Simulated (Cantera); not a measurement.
An adiabatic, constant-volume homogeneous reactor starts with CO : H₂ : CH₄ : O₂ : N₂ : CO₂ = 1 : 0.04 : 0.31 : 0.76 : 3.27 : 0.39 (molar parts), equivalence ratio 1.5, at 1525 K and 1600000 Pa.

Cantera simulation using GRI-Mech 3.0 (53 species, 325 reactions); the numbers are that mechanism's predictions, not measurements. The pressure lies above the range GRI-Mech 3.0 was tuned for (to about 10 atm). Above 3000 K some thermodynamic fits are extrapolated.

**Question.** Predict: time of steepest temperature rise; temperature at 2.00 s; equilibrium temperature; x(CO) at 2.00 s; x(H₂) at 2.00 s; x(H) at 2.00 s; x(HCN) at 2.00 s.

**Answer.** 
```json
{
 "time_of_steepest_temperature_rise": "86.8 µs",
 "temperature at 2.00 s": "2993 K",
 "equilibrium_temperature": "2993 K",
 "x(CO) at 2.00 s": "0.140 (gas-phase equilibrium 0.140)",
 "x(H₂) at 2.00 s": "0.0118 (gas-phase equilibrium 0.0118)",
 "x(H) at 2.00 s": "0.00303 (gas-phase equilibrium 0.00303)",
 "x(HCN) at 2.00 s": "8.79e-8 (gas-phase equilibrium 8.79e-8)"
}
```
